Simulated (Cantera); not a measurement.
Input: 1 mol SiCl₄, 0.64 mol HCl, 0.28 mol H₂, equilibrated at 0.100 bar.

Method: chemical equilibrium by Gibbs-energy minimisation in Cantera with the NASA 1993 tables (ideal gas, pure condensed phases). Candidate condensed phases: Si; 19 gas species. The tables' values for SiCl₃ are old estimates; treat these amounts as uncertain. Equilibrium is a limit: real reactors are often held back by kinetics, nucleation or transport.

log p: log10 of the partial pressure in bar; nothing condenses.

```tsv
T (K)	log p SiCl₄	log p HCl	log p H₂	log p SiCl₃	log p SiHCl₃	log p SiCl₂
525	-1.28	-1.48	-1.84	<-13	-7.08	<-13
600	-1.28	-1.48	-1.84	-10.78	-6.20	<-13
675	-1.28	-1.48	-1.84	-9.07	-5.52	<-13
750	-1.28	-1.48	-1.84	-7.70	-4.99	-11.84
825	-1.28	-1.48	-1.84	-6.58	-4.55	-9.93
900	-1.28	-1.48	-1.84	-5.65	-4.19	-8.35
975	-1.28	-1.48	-1.84	-4.87	?	?
1050	-1.29	-1.47	-1.84	-4.21	-3.64	-5.88
1125	-1.29	-1.47	-1.85	-3.65	?	?
1200	-1.30	-1.46	-1.87	-3.17	-3.27	-4.09
```

Q: Some entries are withheld; supply them.

A: 
- 975, log p SiHCl₃: -3.89
- 975, log p SiCl₂: -7.01
- 1125, log p SiHCl₃: -3.43
- 1125, log p SiCl₂: -4.91
